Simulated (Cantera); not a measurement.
# Thermodynamics of hydrogen reduction and annealing atmospheres, feed PbS + H2 + N2

A closed system holds: 1 mol PbS, a varied amount of H2, 3.5 mol N2, held at 1052 °C and 1580 Torr.

Equilibrium computed with Cantera from the NASA thermochemical tables; the gas is ideal and each condensed phase is pure. Candidate condensed phases: Pb, PbS, S; 18 gas species. Mutual solubility and eutectic melting of coexisting phases are not modelled. The numbers say what is thermodynamically allowed, not how fast it happens.

```
n(H2) (mol)   x H2     x N2    x H2S     x PbS  n Pb(l)  n PbS(s)
-----------  -----  -------  -------  --------  -------  --------
2.9          0.386    0.532   0.0554    0.0244    0.354     0.474
5.8          0.531    0.366   0.0762    0.0244    0.714    0.0359
12           0.712    0.223   0.0513    0.0123    0.780         0
24           0.836    0.126   0.0299   0.00610    0.783         0
49           0.913   0.0663   0.0160   0.00298    0.752         0
100          0.955   0.0337  0.00817   0.00146    0.670         0
200          0.976   0.0171  0.00417  0.000728    0.501         0
420          0.988  0.00824  0.00201  0.000346    0.124         0
850          0.994  0.00409  0.00106  0.000112        0         0
```
x: gas mole fraction; n: condensed amount in mol.

From 2.9 mol H2 to 5.8 mol H2 the condensed part is Pb(l) + PbS(s). From 12 mol H2 to 420 mol H2 the condensed part is Pb(l). At 850 mol H2 nothing is condensed. The main Pb-bearing gas is PbS at 2.9 mol H2 and Pb at 850 mol H2. The share of Pb in condensed phases is highest at 2.9 mol H2 (82.8 %) and lowest at 850 mol H2 (0.0 %).
